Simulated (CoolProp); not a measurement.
Vapour-liquid equilibrium of propane (1) + cyclohexane (2) at 327 K; x and y are mole fractions of (1).

The numbers come from the multi-fluid Helmholtz-energy mixture model, Lemmon 2009 and Zhou 2014; pair parameters Bell 2016 in CoolProp.

### Question
Give the bubble pressure and the first vapour's composition at x = 0.2, 0.8, 0.95. Is there an azeotrope?

### Answer
x = 0.2: 0.4237 MPa, y = 0.908; x = 0.8: 1.444 MPa, y = 0.986; x = 0.95: 1.739 MPa, y = 0.996. No azeotrope shows between x = 0.05 and 0.95.

The pair parameters rest on a limited set of measurements; away from them the model extrapolates. The gap from Raoult's law changes sign with composition, which may be real or a fault of the pair parameters; it wasn't checked against measurements.
